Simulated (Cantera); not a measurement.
A Cantera script and what it prints.

```python
import numpy as np
import cantera as ct

gas_names = """
    C CO COS CO2 CS CS2 C2 C2O C3 C3O2 C4 C5 Na NaO Na2 Na2O Na2SO4 O O2 O3 S SO SO2 SO3 S2 S2O S8
""".split()
cond_names = """
    C(gr) Na(cr) Na(L) NaO2(s) Na2CO3(I) Na2CO3(II) Na2CO3(L) Na2O(c) Na2O(a) Na2O(L) Na2O2(a) Na2O2(b)
    Na2S(1) Na2S(2) Na2S(L) Na2SO4(V) Na2SO4(IV) Na2SO4(I) Na2SO4(L) S(cr1) S(cr2) S(L)
""".split()


# ... load() reads the species with a 1 bar reference pressure and builds the phases ...
atoms = {
    'Na2SO4': {'Na': 2, 'S': 1, 'O': 4},
    'CO2': {'C': 1, 'O': 2},
}
top_T = {'C(gr)': 4500, 'NaO2(s)': 800, 'Na2O2(b)': 940}  # K; cautious upper limits of use, not melting points


# ... equilibrate(T, P, feed) seeds the gas with the atoms and calls Mixture.equilibrate('TP', solver="vcs", rtol=1e-11, max_steps=5000) ...
results = []
P = 10000  # Pa
for T in [1850, 1875, 1900, 1925, 1950, 1975, 2000, 2025, 2050, 2075, 2100]:
    for m in [0.44, 1.2, 2, 2.8, 3.6, 4.4, 5.2, 5.9, 6.7, 7.5]:
        feed = {'Na2SO4': 1, 'CO2': m}  # mol
        mix = equilibrate(T, P, feed)
        results.append((T, P, feed, dict(zip(mix.species_names, mix.species_moles))))

for T, P, feed, n in results:
    print(f"{T:7g} {feed['CO2']:10.4g}  " + (" + ".join(c for c in cond_names if n.get(c, 0) > 1e-12) or "gas only"))
```

It prints:

```
   1850       0.44  Na2SO4(L)
   1850        1.2  Na2SO4(L)
   1850          2  Na2SO4(L)
   1850        2.8  Na2SO4(L)
   1850        3.6  Na2SO4(L)
   1850        4.4  Na2SO4(L)
   1850        5.2  Na2SO4(L)
   1850        5.9  Na2SO4(L)
   1850        6.7  Na2SO4(L)
   1850        7.5  Na2SO4(L)
   1875       0.44  Na2SO4(L)
   1875        1.2  Na2SO4(L)
   1875          2  Na2SO4(L)
   1875        2.8  Na2SO4(L)
   1875        3.6  Na2SO4(L)
   1875        4.4  Na2SO4(L)
   1875        5.2  Na2SO4(L)
   1875        5.9  Na2SO4(L)
   1875        6.7  Na2SO4(L)
   1875        7.5  Na2SO4(L)
   1900       0.44  Na2SO4(L)
   1900        1.2  Na2SO4(L)
   1900          2  Na2SO4(L)
   1900        2.8  Na2SO4(L)
   1900        3.6  Na2SO4(L)
   1900        4.4  Na2SO4(L)
   1900        5.2  Na2SO4(L)
   1900        5.9  gas only
   1900        6.7  gas only
   1900        7.5  gas only
   1925       0.44  Na2SO4(L)
   1925        1.2  Na2SO4(L)
   1925          2  Na2SO4(L)
   1925        2.8  Na2SO4(L)
   1925        3.6  Na2SO4(L)
   1925        4.4  gas only
   1925        5.2  gas only
   1925        5.9  gas only
   1925        6.7  gas only
   1925        7.5  gas only
   1950       0.44  Na2SO4(L)
   1950        1.2  Na2SO4(L)
   1950          2  Na2SO4(L)
   1950        2.8  gas only
   1950        3.6  gas only
   1950        4.4  gas only
   1950        5.2  gas only
   1950        5.9  gas only
   1950        6.7  gas only
   1950        7.5  gas only
   1975       0.44  Na2SO4(L)
   1975        1.2  gas only
   1975          2  gas only
   1975        2.8  gas only
   1975        3.6  gas only
   1975        4.4  gas only
   1975        5.2  gas only
   1975        5.9  gas only
   1975        6.7  gas only
   1975        7.5  gas only
   2000       0.44  gas only
   2000        1.2  gas only
   2000          2  gas only
   2000        2.8  gas only
   2000        3.6  gas only
   2000        4.4  gas only
   2000        5.2  gas only
   2000        5.9  gas only
   2000        6.7  gas only
   2000        7.5  gas only
   2025       0.44  gas only
   2025        1.2  gas only
   2025          2  gas only
   2025        2.8  gas only
   2025        3.6  gas only
   2025        4.4  gas only
   2025        5.2  gas only
   2025        5.9  gas only
   2025        6.7  gas only
   2025        7.5  gas only
   2050       0.44  gas only
   2050        1.2  gas only
   2050          2  gas only
   2050        2.8  gas only
   2050        3.6  gas only
   2050        4.4  gas only
   2050        5.2  gas only
   2050        5.9  gas only
   2050        6.7  gas only
   2050        7.5  gas only
   2075       0.44  gas only
   2075        1.2  gas only
   2075          2  gas only
   2075        2.8  gas only
   2075        3.6  gas only
   2075        4.4  gas only
   2075        5.2  gas only
   2075        5.9  gas only
   2075        6.7  gas only
   2075        7.5  gas only
   2100       0.44  gas only
   2100        1.2  gas only
   2100          2  gas only
   2100        2.8  gas only
   2100        3.6  gas only
   2100        4.4  gas only
   2100        5.2  gas only
   2100        5.9  gas only
   2100        6.7  gas only
   2100        7.5  gas only
```

Cantera equilibrium calculation (NASA polynomials, part measured and part estimated; ideal gas, pure solids and liquids).
